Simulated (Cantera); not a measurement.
Charge: 1 mol C₂F₆, at 0.133 bar.

Equilibrium computed with Cantera from the NASA thermochemical tables; the gas is ideal and each condensed phase is pure. Candidate condensed phases: C; 13 gas species. The feed counts by its element totals alone. Gases not in the tables: C₂F₆ and larger saturated fluorocarbons. The numbers say what is thermodynamically allowed, not how fast it happens.

Q: What share of the C ends up in condensed phases as a function of T (K), at 1098, 1298, 1498, 1698, 1898, 2098, 2298, 2498, 2698, 2898, 3098, 3298?

A: 
| T (K) | C condensed (%) | as |
|---|---|---|
| 1098 | 25.0 | C(graphite) |
| 1298 | 25.0 | C(graphite) |
| 1498 | 25.0 | C(graphite) |
| 1698 | 24.9 | C(graphite) |
| 1898 | 24.5 | C(graphite) |
| 2098 | 22.6 | C(graphite) |
| 2298 | 16.0 | C(graphite) |
| 2498 | 1.0 | C(graphite) |
| 2698 | 0.0 | - |
| 2898 | 3.0 | C(graphite) |
| 3098 | 15.3 | C(graphite) |
| 3298 | 0.0 | - |
